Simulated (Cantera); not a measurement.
Input (Python, Cantera) and output of one run.

```python
import numpy as np
import cantera as ct

gas_names = """
    H HO2 H2 H2O H2O2 O OH O2 O3
""".split()
cond_names = """
    H2O(s) H2O(L)
""".split()


# ... load() reads the species with a 1 bar reference pressure and builds the phases ...
atoms = {
    'H2O': {'H': 2, 'O': 1},
    'O2': {'O': 2},
}
top_T = {}  # K; cautious upper limits of use, not melting points


# ... equilibrate(T, P, feed) seeds the gas with the atoms and calls Mixture.equilibrate('TP', solver="vcs", rtol=1e-11, max_steps=5000) ...
results = []
feed = {'H2O': 1, 'O2': 0.16}  # mol
P = 10000  # Pa
for T in [2698, 2798, 2898, 2998, 3098, 3198, 3298, 3398]:
    mix = equilibrate(T, P, feed)
    results.append((T, P, feed, dict(zip(mix.species_names, mix.species_moles))))

top = {s: max(r[3][s] / sum(r[3][g] for g in gas_names) for r in results) for s in gas_names}
cols = sorted((s for s in top if top[s] > 0.0001), key=lambda s: -top[s])[:9]
seen = [c for c in cond_names if any(r[3].get(c, 0) > 1e-12 for r in results)]
print("log10 of partial pressures in bar; condensed amounts in mol")
print(f"{'T/K':>10s}" + "".join(f"{s[:9]:>10s}" for s in cols + seen))
for T, P, feed, n in results:
    ng = sum(n[g] for g in gas_names)
    print(f"{T:10.4g}" + "".join(f"{np.log10(max(n[s] / ng * P / 1e5, 1e-99)):10.3f}" for s in cols)
          + "".join(f"{n.get(c, 0):10.4g}" for c in seen))
```

Output:

```
log10 of partial pressures in bar; condensed amounts in mol
       T/K       H2O         H         O        OH        H2        O2
      2698    -1.218    -2.304    -2.393    -2.004    -2.110    -1.895
      2798    -1.287    -2.091    -2.220    -1.929    -2.001    -1.903
      2898    -1.381    -1.904    -2.063    -1.875    -1.924    -1.919
      2998    -1.503    -1.745    -1.923    -1.847    -1.881    -1.948
      3098    -1.660    -1.611    -1.802    -1.845    -1.872    -1.994
      3198    -1.853    -1.503    -1.700    -1.874    -1.899    -2.062
      3298    -2.085    -1.420    -1.618    -1.932    -1.961    -2.152
      3398    -2.351    -1.359    -1.555    -2.018    -2.053    -2.265
```

These are equilibrium values from Cantera (NASA tables, ideal gas, pure condensed phases), not measurements of a reactor.
